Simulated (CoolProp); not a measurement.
CF4 (R14) along the isotherm -21.25 °C: fugacity coefficient from the reference equation and from simpler models built on Tc = -45.8 °C, pc = 3.762 MPa, ω = 0.178; each cubic takes its own stable root.

Model: reference Helmholtz-energy equation of state, Platzer 1990, in CoolProp. This equation is an older, rougher fit; its heat capacities, sound speeds and derivatives of the liquid may be far off and weren't checked against measurements.

```csv
p (MPa),phase,reference,van der Waals,Redlich-Kwong,Soave-Redlich-Kwong,Peng-Robinson
0.0297,gas,0.9980,0.9982,0.9980,0.9981,0.9978
0.0449,gas,0.9971,0.9972,0.9970,0.9971,0.9967
0.0677,gas,0.9956,0.9958,0.9955,0.9956,0.9950
0.102,gas,0.9933,0.9937,0.9932,0.9934,0.9925
0.154,gas,0.9899,0.9906,0.9897,0.9901,0.9887
0.232,gas,0.9848,0.9858,0.9845,0.9851,0.9830
0.351,gas,0.9771,0.9785,0.9766,0.9775,0.9743
0.529,gas,0.9656,0.9676,0.9648,0.9661,0.9615
0.798,gas,0.9484,0.9513,0.9471,0.9491,…
1.2,gas,0.9229,…,0.9209,0.9240,0.9141
1.82,gas,0.8844,0.8895,0.8812,0.8859,0.8717
2.74,gas,…,0.8341,…,0.8307,0.8111
4.13,supercritical,0.7469,0.7495,0.7389,0.7499,0.7245
6.24,supercritical,0.6281,0.6182,0.6167,0.6351,0.6057
9.41,supercritical,0.4983,0.4980,0.4920,0.5133,…
```

Task: What belongs in the gaps?

Result: 
- 0.798, Peng-Robinson: 0.9423
- 1.2, van der Waals: 0.9269
- 2.74, reference: 0.8286
- 2.74, Redlich-Kwong: 0.8236
- 9.41, Peng-Robinson: 0.4827
